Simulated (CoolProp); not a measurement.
A single-stage vapour-compression cycle with R236FA: evaporating at 286.15 K (dew point), condensing at 344.15 K (bubble point), superheat 0 K, subcooling 2 K, compressor efficiency 0.9, no pressure losses. Each further row changes one setting.

The numbers come from the reference Helmholtz-energy equation of state, Pan 2012 in CoolProp.

```tsv
case	cooling COP	pressure ratio	discharge temperature (K)	refrigerating effect (kJ/kg)	volumetric capacity (kJ/m³)
as stated	2.94	5.64	344.2	80.1	982
evaporating temperature 291.15 K	3.41	4.71	344.2	83.5	1220
condensing temperature 339.15 K	3.41	4.98	339.1	86.9	1070
subcooling 7 K	3.19	5.64	344.2	86.9	1070
superheat 10 K	3.05	5.64	344.9	88.6	1040
compressor efficiency 0.8	2.61	5.64	344.2	80.1	982
```

The compression ends wet for: as stated; evaporating temperature 291.15 K; condensing temperature 339.15 K; subcooling 7 K; compressor efficiency 0.8.
